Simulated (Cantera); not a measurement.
Feed: 1 mol C2H2, 0.2 mol CO2, 1.5 mol N2, equilibrated at 673 K and 11.0 Pa.

Method: chemical equilibrium by Gibbs-energy minimisation in Cantera with the NASA 1993 tables (ideal gas, pure condensed phases). Candidate condensed phases: C, C6H6, C7H8, C8H18, H2O; 136 gas species. Kinetics and transport are ignored.

Base state: N2 0.528, H2 0.347, CO 0.104, CO2 0.0160, H2O 0.00434, CH4 0.000202 (mole fractions); condensed: C(graphite).

What changes in the equilibrium state with this change: temperature from 673 K to 2475 K?


```csv
species,before,after
H,<1e-9,0.439
N2,0.528,0.393
CO,0.104,0.107
H2,0.347,0.0419
CO2,0.0160,<1e-9
HCN,<1e-9,0.00853
CN,<1e-9,0.00499
H2O,0.00434,<1e-9
C3,<1e-9,0.00305
"C(graphite), mol",1.86,1.70
```
